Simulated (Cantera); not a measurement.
# Equilibrium for chemical vapour transport: Al₂O₃ + HCl

Charge: 1 mol Al₂O₃, 1 mol HCl, at 10000 Pa.

Equilibrium computed with Cantera from the NASA thermochemical tables; the gas is ideal and each condensed phase is pure. Candidate condensed phases: Al, AlCl₃, Al₂O₃, H₂O; 29 gas species. The tables' values for AlCl₂ are old estimates; treat these amounts as uncertain. Condensed phases not in the tables: AlOCl. Rates play no part.

```csv
T (K),log p HCl,log p Cl,log p H₂O,log p AlCl₃,log p H₂,n Al₂O₃(s)
873,-1.00,-7.85,-4.97,-5.15,-6.97,1.000
948,-1.00,-7.05,-4.66,-4.84,-6.50,1.000
1023,-1.00,-6.37,-4.41,-4.58,-6.09,1.000
1098,-1.00,-5.80,-4.18,-4.36,-5.71,1.000
1173,-1.00,-5.31,-3.99,-4.17,-5.36,1.000
1248,-1.00,-4.89,-3.83,-4.00,-5.03,1.000
1323,-1.00,-4.52,-3.68,-3.85,-4.72,0.999
1398,-1.00,-4.20,-3.55,-3.72,-4.43,0.999
1473,-1.00,-3.91,-3.43,-3.61,-4.17,0.999
1548,-1.00,-3.65,-3.33,-3.50,-3.92,0.998
1623,-1.01,-3.42,-3.24,-3.41,-3.70,0.998
1698,-1.01,-3.21,-3.15,-3.33,-3.50,0.998
1773,-1.01,-3.02,-3.08,-3.26,-3.31,0.997
```
log p: log10 of the partial pressure in bar; n: condensed amount in mol.

From 873 K to 1773 K the condensed part is Al₂O₃(s). The main Al-bearing gas is AlCl₃ throughout.
